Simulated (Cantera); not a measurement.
# Hydrogen reduction and annealing atmospheres: Cr₂O₃ + H₂

Input: 1 mol Cr₂O₃, 4.7 mol H₂, equilibrated at 3.00 mbar.

Cantera equilibrium calculation (NASA polynomials, part measured and part estimated; ideal gas, pure solids and liquids). Candidate condensed phases: Cr, Cr₂O₃, H₂O; 13 gas species. Mutual solubility and eutectic melting of coexisting phases are not modelled. Rates play no part.

| T (K) | log p H₂ | log p H₂O | log p Cr | log p H | log p CrO | n Cr₂O₃(s) | n Cr(s) |
|---|---|---|---|---|---|---|---|
| 948 | -2.52 | -7.97 | -14.16 | -10.54 | <-14 | 1.000 | 0 |
| 1048 | -2.52 | -7.30 | -12.09 | -9.37 | <-14 | 1.000 | 0 |
| 1148 | -2.52 | -6.76 | -10.40 | -8.41 | <-14 | 1.000 | 0 |
| 1248 | -2.52 | -6.30 | -8.97 | -7.59 | -13.53 | 1.000 | 0.000519 |
| 1348 | -2.52 | -5.92 | -7.77 | -6.90 | -11.82 | 0.999 | 0.00124 |
| 1448 | -2.52 | -5.58 | -6.73 | -6.30 | -10.35 | 0.999 | 0.00243 |
| 1548 | -2.52 | -5.30 | -5.83 | -5.77 | -9.07 | 0.997 | 0.00298 |
| 1648 | -2.53 | -4.98 | -5.15 | -5.31 | -7.99 | 0.994 | 0 |
| 1748 | -2.53 | -4.57 | -4.75 | -4.91 | -7.10 | 0.986 | 0 |
| 1848 | -2.54 | -4.21 | -4.39 | -4.55 | -6.31 | 0.967 | 0 |
| 1948 | -2.56 | -3.90 | -4.08 | -4.23 | -5.60 | 0.930 | 0 |
| 2048 | -2.60 | -3.63 | -3.81 | -3.95 | -4.98 | 0.859 | 0 |
| 2148 | -2.68 | -3.40 | -3.59 | -3.72 | -4.42 | 0.732 | 0 |
log p: log10 of the partial pressure in bar; n: condensed amount in mol.

From 948 K to 1148 K the condensed part is Cr₂O₃(s). From 1248 K to 1548 K the condensed part is Cr(s) + Cr₂O₃(s). From 1648 K to 2148 K the condensed part is Cr₂O₃(s).
